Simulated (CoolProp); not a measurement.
Model: reference Helmholtz-energy equation of state, Thol 2014, in CoolProp.

Task: For chloromethane (R40), give the phase and the Z, isothermal compressibility (1/MPa) at 300.4 K and 7.59 bar; 361.8 K and 7.59 bar.

Result: 
- 300.4 K and 7.59 bar: liquid; Z 0.0169, isothermal compressibility 0.00265
- 361.8 K and 7.59 bar: gas; Z 0.931, isothermal compressibility 1.42
